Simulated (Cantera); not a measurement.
A closed system holds: 1 mol Si, 1.9 mol SF₆, 0.75 mol N₂, at 1523.15 K and 2.60 Pa.

These are equilibrium values from Cantera (NASA tables, ideal gas, pure condensed phases), not measurements of a reactor. Candidate condensed phases: S, Si, Si₃N₄; 29 gas species. The tables' values for S₂F₂ (SSF₂), SF₃, FS₂F (FSSF) are old estimates; treat these amounts as uncertain. Rates play no part.

Base state: F 0.506, SF₂ 0.240, SiF₄ 0.136, N₂ 0.102, SF 0.00662, S₂F₂ (SSF₂) 0.00317, SF₃ 0.00315, S₂ 0.00125 (mole fractions); condensed: gas only.

What changes in the equilibrium state with this change: SF₆ from 1.9 to 0.86 mol?


| species | before | after |
|---|---|---|
| SiF₄ | 0.136 | 0.365 |
| N₂ | 0.102 | 0.274 |
| F | 0.506 | 0.132 |
| S₂ | 0.00125 | 0.0732 |
| S₂F₂ (SSF₂) | 0.00317 | 0.0127 |
| SF | 0.00662 | 0.0133 |
| SF₂ | 0.240 | 0.126 |
| SF₄ | 0.000377 | 1.35e-5 |
| S | 0.000367 | 0.00281 |
